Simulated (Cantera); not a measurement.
BN + O₂ + H₂ (nitride etching)

Feed: 1 mol BN, 0.89 mol O₂, 10 mol H₂.

Equilibrium computed with Cantera from the NASA thermochemical tables; the gas is ideal and each condensed phase is pure. Candidate condensed phases: B, BN, B₂O₃, B₃O₃H₃, H₂O; 39 gas species. The numbers say what is thermodynamically allowed, not how fast it happens.

### Question
Map the stable condensed phases over T = 527, 627, 727, 827, 927, 1027, 1127, 1227, 1327, 1427, 1527, 1627 °C and P in Pa = 1, 3.6, 13, 46, 170, 600, 2200, 7700, 28000, 100000.

### Answer
```
T in °C \ P in Pa
              1    3.6     13     46    170    600   2200   7700  28000 100000
   1627       A      A      A      A      A      A      A      A      A      B
   1527       A      A      A      A      A      A      A      A      B      B
   1427       A      A      A      A      A      A      A      B      B      B
   1327       A      A      A      A      A      A      B      B      B      B
   1227       A      A      A      A      B      B      B      B      B      B
   1127       A      A      B      B      B      B      B      B      B      B
   1027       B      B      B      B      B      B      B      B      B      B
    927       B      B      B      B      B      B      B      B      B      B
    827       B      B      B      B      B      B      B      B      B      B
    727       B      B      B      B      B      B      B      B      B      B
    627       B      B      B      B      B      B      B      B      B      B
    527       B      B      B      B      B      B      B      B      B      B
```
A: gas only; B: B₂O₃.
